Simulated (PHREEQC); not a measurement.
Make-up at 25 °C: 66 mmol/kgw Al2(SO4)3, 16 mmol/kgw CaCl2 and 0.67 mmol/kgw NaHCO3. Closed to the air; pH follows from the charge balance.

The numbers come from PHREEQC with the ion-association model, wateq4f.dat.

```
Property                 Result
----------------  -------------
pH                         4.15
ionic strength    0.244 mol/kgw
total alkalinity   0.670 meq/kg
```

```csv
species,molality,activity,log γ
AlSO4+,0.0857,0.0613,-0.146
SO4-2,0.0428,0.0116,-0.566
Cl-,0.0320,0.0223,-0.157
Al(SO4)2-,0.0315,0.0225,-0.146
Al+3,0.0140,0.00167,-0.922
Ca+2,0.00959,0.00292,-0.516
CaSO4,0.00640,0.00677,0.024
AlOH+2,0.000801,0.000233,-0.537
```

No solid was allowed to form. Examples of supersaturated solids here: Basaluminite, Gypsum. Others may be too. Species that the database lacks are ignored.
